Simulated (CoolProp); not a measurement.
Properties of dry air along the isotherm -139.85 °C.

Computed with CoolProp (reference Helmholtz-energy equation of state, Lemmon 2000). It is a pseudo-pure fit of the blend.

```json
[
 {"p (bar)": "0.599", "phase": "gas", "cp (kJ/(kg K))": "1.011", "isothermal compressibility (1/MPa)": "16.78", "expansivity (1/kK)": "7.621", "conductivity (mW/(m K))": "12.6", "Prandtl number": "0.748", "fugacity coefficient": "0.9948"},
 {"p (bar)": "0.932", "phase": "gas", "cp (kJ/(kg K))": "___", "isothermal compressibility (1/MPa)": "10.82", "expansivity (1/kK)": "7.689", "conductivity (mW/(m K))": "12.6", "Prandtl number": "0.750", "fugacity coefficient": "0.9919"},
 {"p (bar)": "1.45", "phase": "gas", "cp (kJ/(kg K))": "1.023", "isothermal compressibility (1/MPa)": "6.986", "expansivity (1/kK)": "7.796", "conductivity (mW/(m K))": "12.7", "Prandtl number": "0.754", "fugacity coefficient": "0.9874"},
 {"p (bar)": "2.26", "phase": "gas", "cp (kJ/(kg K))": "1.035", "isothermal compressibility (1/MPa)": "4.516", "expansivity (1/kK)": "7.970", "conductivity (mW/(m K))": "12.7", "Prandtl number": "0.760", "fugacity coefficient": "0.9804"},
 {"p (bar)": "3.52", "phase": "gas", "cp (kJ/(kg K))": "___", "isothermal compressibility (1/MPa)": "2.935", "expansivity (1/kK)": "8.255", "conductivity (mW/(m K))": "12.8", "Prandtl number": "0.770", "fugacity coefficient": "0.9695"},
 {"p (bar)": "5.48", "phase": "gas", "cp (kJ/(kg K))": "1.088", "isothermal compressibility (1/MPa)": "1.923", "expansivity (1/kK)": "8.736", "conductivity (mW/(m K))": "13.0", "Prandtl number": "0.786", "fugacity coefficient": "0.9526"},
 {"p (bar)": "8.53", "phase": "gas", "cp (kJ/(kg K))": "1.146", "isothermal compressibility (1/MPa)": "___", "expansivity (1/kK)": "9.597", "conductivity (mW/(m K))": "13.4", "Prandtl number": "0.814", "fugacity coefficient": "0.9264"},
 {"p (bar)": "13.3", "phase": "gas", "cp (kJ/(kg K))": "1.262", "isothermal compressibility (1/MPa)": "0.8738", "expansivity (1/kK)": "11.32", "conductivity (mW/(m K))": "14.1", "Prandtl number": "0.870", "fugacity coefficient": "0.8859"},
 {"p (bar)": "20.7", "phase": "gas", "cp (kJ/(kg K))": "1.548", "isothermal compressibility (1/MPa)": "0.6433", "expansivity (1/kK)": "15.58", "conductivity (mW/(m K))": "15.7", "Prandtl number": "1.00", "fugacity coefficient": "0.8233"},
 {"p (bar)": "32.2", "phase": "gas", "cp (kJ/(kg K))": "3.061", "isothermal compressibility (1/MPa)": "0.6588", "expansivity (1/kK)": "38.14", "conductivity (mW/(m K))": "22.1", "Prandtl number": "1.62", "fugacity coefficient": "0.7245"},
 {"p (bar)": "50.1", "phase": "supercritical", "cp (kJ/(kg K))": "4.155", "isothermal compressibility (1/MPa)": "0.08917", "expansivity (1/kK)": "33.46", "conductivity (mW/(m K))": "57.4", "Prandtl number": "2.52", "fugacity coefficient": "0.5462"},
 {"p (bar)": "78.1", "phase": "supercritical", "cp (kJ/(kg K))": "2.628", "isothermal compressibility (1/MPa)": "0.02770", "expansivity (1/kK)": "14.59", "conductivity (mW/(m K))": "66.4", "Prandtl number": "1.76", "fugacity coefficient": "0.3991"},
 {"p (bar)": "122", "phase": "supercritical", "cp (kJ/(kg K))": "2.168", "isothermal compressibility (1/MPa)": "0.01398", "expansivity (1/kK)": "9.282", "conductivity (mW/(m K))": "76.0", "Prandtl number": "1.53", "fugacity coefficient": "0.3072"},
 {"p (bar)": "189", "phase": "supercritical", "cp (kJ/(kg K))": "1.927", "isothermal compressibility (1/MPa)": "0.008150", "expansivity (1/kK)": "6.592", "conductivity (mW/(m K))": "87.3", "Prandtl number": "1.41", "fugacity coefficient": "0.2575"}
]
```

**Question.** Complete the blanks.

**Answer.** 
- 0.932, cp (kJ/(kg K)): 1.015
- 3.52, cp (kJ/(kg K)): 1.054
- 8.53, isothermal compressibility (1/MPa): 1.279

The peak of cp marks the crossing from liquid-like to gas-like fluid above the critical point.

Viscosity comes from a separate model (Lemmon 2004). Thermal conductivity comes from a separate model (Lemmon 2004).
